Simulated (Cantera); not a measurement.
# Gas-phase reforming

A perfectly stirred reactor is fed with CH4 : H2O : H2 = 1 : 4.6 : 0.064 (molar parts), at 210 Torr; it is held at 1550 K, and followed from long to short residence time.

Cantera simulation using GRI-Mech 3.0 (53 species, 325 reactions); the numbers are that mechanism's predictions, not measurements.

| τ (s) | x CH4 | x H2O | x H2 | x C2H4 | x C2H | x CH2CO |
|---|---|---|---|---|---|---|
| 9.1 | 0.0309 | 0.553 | 0.322 | 0.000323 | 4.31e-9 | 1.33e-5 |
| 3.1 | 0.0458 | 0.619 | 0.259 | 0.000475 | 7.19e-9 | 2.59e-5 |
| 1.0 | 0.0676 | 0.688 | 0.188 | 0.000637 | 9.16e-9 | 3.94e-5 |
| 0.35 | 0.0951 | 0.738 | 0.128 | 0.000928 | 8.44e-9 | 4.24e-5 |
| 0.12 | 0.126 | 0.773 | 0.0776 | 0.00148 | 5.63e-9 | 3.20e-5 |
| 0.041 | 0.151 | 0.795 | 0.0419 | 0.00198 | 2.56e-9 | 1.53e-5 |
| 0.014 | 0.167 | 0.807 | 0.0220 | 0.00165 | 6.54e-10 | 3.55e-6 |
| 0.0047 | 0.174 | 0.811 | 0.0139 | 0.000654 | 6.40e-11 | 2.36e-7 |
| 0.0016 | 0.176 | 0.812 | 0.0118 | 0.000115 | 2.06e-12 | 3.90e-9 |
| 0.00054 | 0.176 | 0.812 | 0.0114 | 1.08e-5 | <1e-12 | 2.19e-11 |
| 0.00019 | 0.176 | 0.812 | 0.0113 | 7.14e-7 | <1e-12 | <1e-12 |
x: mole fraction; the columns are a selection and need not sum to one.
